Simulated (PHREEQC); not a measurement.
Model water analysis in mmol/kgw, 25 °C, pH 5.68, pe 8.7:

```csv
constituent,mmol/kgw
Na,2.4
K,19.8
Ca,1.23
Mg,0.162
Cl,12.1
S(6),2.94
Alkalinity (meq/kgw),5.59
N(5),0.36
Zn,0.0787
Cd,0.00853
Si,0.0217
```

Valence states are taken as typed.

Computed with PHREEQC (ion-association model, wateq4f.dat).

### Question
The ionic strength comes out as 0.0277 mol/kgw. What activity coefficients do H+, NO3-, Mg+2, Cl-, ZnHCO3+ get?

### Answer
H+ 0.88, NO3- 0.85, Mg+2 0.56, Cl- 0.85, ZnHCO3+ 0.86.

Precipitation was switched off in this run. The database's zinc carbonate complexes are estimates, stronger than later reviews accept.
